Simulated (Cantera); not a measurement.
A freely propagating, adiabatic, planar premixed flame of 40.3 % H₂, 12.6 % O₂, 47.1 % N₂, unburnt at 600 K and 11000 Pa; mixture-averaged transport, grid criteria slope 0.08 and curve 0.16, no radiation.

Model: the H2/O2 subset of GRI-Mech 3.0, which has no nitrogen chemistry, integrated in Cantera. Burning velocities carry a grid error of a few per cent, more on coarse grids.

Task: Predict: laminar burning velocity; thermal thickness; peak x(H); peak x(HO₂); peak x(OH).

Result: 
```
Item                         Value
------------------------  --------
laminar burning velocity  668 cm/s
thermal thickness          7.92 mm
peak x(H)                    0.137
peak x(HO₂)                3.72e-5
peak x(OH)                  0.0107
```
